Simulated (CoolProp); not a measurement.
A single-stage vapour-compression cycle with R152A: evaporating at 237.15 K (dew point), condensing at 297.15 K (bubble point), superheat 10 K, subcooling 8 K, compressor efficiency 0.75, no pressure losses. Each further row changes one setting.

Values from CoolProp's reference Helmholtz-energy equation of state, Outcalt 1996. It is a modified Benedict-Webb-Rubin equation, recast in Helmholtz form.

| case | cooling COP | pressure ratio | discharge temperature (K) | refrigerating effect (kJ/kg) | volumetric capacity (kJ/m³) |
|---|---|---|---|---|---|
| as stated | [?] | 10.0 | 358.0 | 263 | 500 |
| evaporating temperature 242.15 K | 2.79 | [?] | 352.0 | 267 | 637 |
| condensing temperature 292.15 K | 2.74 | [?] | 350.4 | 271 | 517 |
| subcooling 13 K | 2.54 | 10.0 | 358.0 | 271 | 517 |
| superheat 20 K | 2.44 | 10.0 | [?] | [?] | [?] |
| compressor efficiency 0.65 | 2.13 | 10.0 | 371.1 | 263 | 500 |

Q: Complete the blanks.

A: 
- as stated, cooling COP: 2.46
- evaporating temperature 242.15 K, pressure ratio: 7.86
- condensing temperature 292.15 K, pressure ratio: 8.60
- superheat 20 K, discharge temperature (K): 369.2
- superheat 20 K, refrigerating effect (kJ/kg): 272
- superheat 20 K, volumetric capacity (kJ/m³): 497
